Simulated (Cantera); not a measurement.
A closed system holds: 1 mol Pb, 0.056 mol O₂, 6.4 mol H₂, 8.1 mol CO, held at 0.0133 bar.

Cantera equilibrium calculation (NASA polynomials, part measured and part estimated; ideal gas, pure solids and liquids). Candidate condensed phases: C, C₆H₆, C₇H₈, C₈H₁₈, H₂O, Pb, PbO, PbO₂, Pb₃O₄; 113 gas species. Rates play no part.

Which condensed phases are stable at each of these points (T (°C)): 700, 775, 850, 925, 1000, 1075, 1150, 1225, 1300?


| T (°C) | condensed phases | Pb condensed (%) |
|---|---|---|
| 700 | Pb(l) | 99.0 |
| 775 | Pb(l) | 95.1 |
| 850 | Pb(l) | 79.8 |
| 925 | Pb(l) | 28.8 |
| 1000 | gas only | 0.0 |
| 1075 | gas only | 0.0 |
| 1150 | gas only | 0.0 |
| 1225 | gas only | 0.0 |
| 1300 | gas only | 0.0 |

From 700 °C to 925 °C the condensed part is Pb(l). From 1000 °C to 1300 °C nothing is condensed.
